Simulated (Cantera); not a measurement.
A perfectly stirred reactor is fed with NH3 : H2 = 1 : 5.7 (molar parts), at 0.0133 bar; it is held at 1700 K, and followed from long to short residence time.

Detailed kinetics in Cantera: the gas-phase N/H chemistry of the illustrative SiF4/NH3 mechanism in the Surface Chemkin manual (1991). Walls and surfaces, which speed up NH3 decomposition in real reactors, are not modelled.

Question: What does this change do: temperature 1700 to 1550 K?

Answer: 
| quantity | before | after |
|---|---|---|
| x(NH3) at τ = 4.20 s | 0.140 | 0.149 |
| x(H2) at τ = 4.20 s | 0.856 | 0.851 |
| x(NH) at τ = 4.20 s | 1.24e-6 | 1.91e-7 |
| x(N) at τ = 4.20 s | 9.38e-8 | 9.81e-9 |
| x(N2H2) at τ = 4.20 s | 2.15e-7 | 6.07e-8 |
| x(NH3) at τ = 25.0 ms | 0.149 | 0.149 |
| x(H2) at τ = 25.0 ms | 0.851 | 0.851 |
| x(NH) at τ = 25.0 ms | 7.66e-9 | 6.96e-11 |
| x(N) at τ = 25.0 ms | 4.46e-11 | <1e-12 |
| x(N2H2) at τ = 25.0 ms | 8.01e-10 | 1.72e-11 |
